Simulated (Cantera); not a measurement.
Mixture: H2 : O2 : N2 : H2O = 1 : 0.294 : 1.62 : 0.22 (molar parts), equivalence ratio 1.7, at 2100 Torr, adiabatic and at constant volume. Ignition delay is the time to a rise of 400 K.

Cantera simulation using GRI-Mech 3.0 (53 species, 325 reactions); the numbers are that mechanism's predictions, not measurements. The hydrogen kinetics of GRI-Mech 3.0 are dated; newer H2 mechanisms differ, most at raised pressure.

### Question
Predict: delay at 950 K; delay at 1050 K; delay at 1150 K; delay at 1250 K; delay at 1350 K; apparent activation energy between 1250 and 1350 K.

### Answer
```
Item                                                    Value
--------------------------------------------------  ---------
delay at 950 K                                        55.4 ms
delay at 1050 K                                       3.67 ms
delay at 1150 K                                       94.1 µs
delay at 1250 K                                       23.0 µs
delay at 1350 K                                       12.4 µs
apparent activation energy between 1250 and 1350 K  86 kJ/mol
```
